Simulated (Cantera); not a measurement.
Charge: 1 mol SiC, 0.28 mol N2O, 140 mol H2, 1 mol CO2, equilibrated at 4.00 mbar.

Cantera equilibrium calculation (NASA polynomials, part measured and part estimated; ideal gas, pure solids and liquids). Candidate condensed phases: C, C6H6, C7H8, C8H18, H2O, Si, SiC, SiO2, Si2N2O, Si3N4; 151 gas species. Mutual solubility and eutectic melting of coexisting phases are not modelled. The numbers say what is thermodynamically allowed, not how fast it happens. All values below are at 1375 K.

Base state: H2 0.986, CO 0.0125, SiO 0.00167, N2 8.01e-5, H 5.38e-5 (mole fractions); condensed: SiC(s) + Si2N2O(s).

Question: What changes in the equilibrium state with this change: pressure from 4.00 mbar to 4.00 Pa?

Answer: 
| species | before | after |
|---|---|---|
| H2 | 0.986 | 0.982 |
| CO | 0.0125 | 0.0115 |
| SiO | 0.00167 | 0.00449 |
| N2 | 8.01e-5 | 0.00196 |
| H | 5.38e-5 | 0.000537 |
| SiC(s), mol | 0.226 | 0.360 |
| Si2N2O(s), mol | 0.269 | 0 |

Question: What changes in the equilibrium state with this change: SiC replaced by Si3N4?

Answer: 
```tsv
species	before	after
H2	0.986	0.988
N2	8.01e-5	0.00606
CO	0.0125	0.00599
SiO	0.00167	7.30e-5
H	5.38e-5	5.38e-5
SiC(s), mol	0.226	0.149
Si2N2O(s), mol	0.269	1.42
```
